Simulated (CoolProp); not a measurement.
Vapour-liquid equilibrium of R125 (1) + R115 (2) at 0.321 MPa; x and y are mole fractions of (1).

Values from CoolProp's multi-fluid Helmholtz-energy mixture model, Lemmon 2005 and Lemmon 2016; pair parameters Bell 2016.

```tsv
x	bubble temperature (°C)	y at the bubble point	dew temperature at overall composition x (°C)	liquid density (mol/L)
0.05	-11.8	0.110	-10.7	9.423
0.125	-14.4	0.238	-12.1	9.589
0.2	-16.3	0.337	-13.6	9.748
0.275	-17.8	0.416	-15.1	9.907
0.35	-19.0	0.483	-16.6	10.07
0.425	-19.9	0.541	-18.0	10.23
0.5	-20.6	0.595	-19.2	10.40
0.575	-21.1	0.645	-20.3	10.58
0.65	-21.5	0.696	-21.2	10.77
0.725	-21.8	0.748	-21.7	10.96
0.8	-21.9	0.804	-21.9	11.17
0.875	-21.9	0.868	-21.8	11.38
0.95	-21.6	0.942	-21.6	11.61
```

y crosses x between x = 0.8 and 0.875: the model has an azeotrope there.

Pair parameters are fitted to limited data, so mixtures are less certain than the pure fluids.
